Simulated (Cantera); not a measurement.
**Equilibrium for metals in furnace atmospheres: Pb + H2S + N2**

Input: 1 mol Pb, a varied amount of H2S, 33 mol N2, equilibrated at 873.15 K and 75.0 Torr.

These are equilibrium values from Cantera (NASA tables, ideal gas, pure condensed phases), not measurements of a reactor. Candidate condensed phases: Pb, PbS, S; 18 gas species. Equilibrium is a limit: real reactors are often held back by kinetics, nucleation or transport.

| n(H2S) (mol) | log p N2 | log p H2 | log p H2S | log p PbS | log p Pb | log p S2 | log p NH3 | n Pb(l) | n PbS(s) |
|---|---|---|---|---|---|---|---|---|---|
| 0.17 | -1.00 | -3.29 | -5.62 | -5.73 | -6.19 | -10.27 | -8.26 | 0.831 | 0.169 |
| 0.29 | -1.00 | -3.06 | -5.39 | -5.73 | -6.19 | -10.27 | -7.91 | 0.711 | 0.288 |
| 0.4 | -1.01 | -2.92 | -5.25 | -5.73 | -6.19 | -10.27 | -7.71 | 0.602 | 0.397 |
| 0.52 | -1.01 | -2.81 | -5.13 | -5.73 | -6.19 | -10.27 | -7.54 | 0.482 | 0.517 |
| 0.64 | -1.01 | -2.72 | -5.05 | -5.73 | -6.19 | -10.27 | -7.41 | 0.363 | 0.636 |
| 0.76 | -1.01 | -2.65 | -4.97 | -5.73 | -6.19 | -10.27 | -7.30 | 0.243 | 0.756 |
| 0.87 | -1.01 | -2.59 | -4.92 | -5.73 | -6.19 | -10.27 | -7.21 | 0.134 | 0.865 |
| 0.99 | -1.01 | -2.54 | -4.86 | -5.73 | -6.19 | -10.27 | -7.13 | 0.0145 | 0.985 |
| 1.1 | -1.01 | -2.53 | -3.53 | -5.73 | -7.52 | -7.63 | -7.13 | 0 | 0.999 |
| 1.2 | -1.02 | -2.53 | -3.23 | -5.73 | -7.82 | -7.02 | -7.13 | 0 | 0.999 |
| 1.3 | -1.02 | -2.54 | -3.06 | -5.73 | -7.99 | -6.67 | -7.13 | 0 | 0.999 |
| 1.5 | -1.02 | -2.54 | -2.84 | -5.73 | -8.22 | -6.23 | -7.14 | 0 | 0.999 |
log p: log10 of the partial pressure in bar; n: condensed amount in mol.

From 0.17 mol H2S to 0.99 mol H2S the condensed part is Pb(l) + PbS(s). From 1.1 mol H2S to 1.5 mol H2S the condensed part is PbS(s). The main Pb-bearing gas is PbS throughout.
